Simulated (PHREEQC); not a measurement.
A solution holds 15 mmol/kgw KH2PO4 and 2 mmol/kgw Na2B4O7, at 25 °C. Closed to the air; pH follows from the charge balance.

Equilibrium calculation in PHREEQC: ion-association model, phreeqc.dat.

Precipitation was switched off in this run.

### Question
What pH, specific conductance does the model give?

### Answer
pH 6.57; specific conductance 1820 µS/cm.

### Question
In which forms is P present?

### Answer
H2PO4- 73 %, HPO4-2 26 % of the P.

Species that the database lacks are ignored.
